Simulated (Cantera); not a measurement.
**Cr₂O₃ + H₂ + H₂O (hydrogen reduction and annealing atmospheres)**

A closed system holds: 1 mol Cr₂O₃, a varied amount of H₂, 0.1 mol H₂O, at 25.0 mbar.

Method: chemical equilibrium by Gibbs-energy minimisation in Cantera with the NASA 1993 tables (ideal gas, pure condensed phases). Candidate condensed phases: Cr, Cr₂O₃, H₂O; 13 gas species. Mutual solubility and eutectic melting of coexisting phases are not modelled. Equilibrium is a limit: real reactors are often held back by kinetics, nucleation or transport.

Problem. Map the stable condensed phases over T = 1377, 1402, 1427, 1452, 1477, 1502, 1527, 1552, 1577, 1602, 1627 °C and n(H₂) in mol = 110, 290, 470, 650, 820, 1000, 1200, 1400.

Solution. 
```
T in °C \ n(H₂) in mol
          110  290  470  650  820 1000 1200 1400
   1627     A    B    B    B    B    B    B    B
   1602     A    B    B    B    B    B    B    B
   1577     A    A    B    B    B    B    B    B
   1552     A    A    B    B    B    B    B    B
   1527     A    C    C    B    B    B    B    B
   1502     C    C    C    D    B    B    B    B
   1477     C    C    C    D    D    D    B    B
   1452     C    C    C    C    D    D    D    D
   1427     C    C    C    C    D    D    D    D
   1402     C    C    C    C    C    D    D    D
   1377     C    C    C    C    C    C    D    D
```
A: Cr₂O₃; B: gas only; C: Cr + Cr₂O₃; D: Cr.
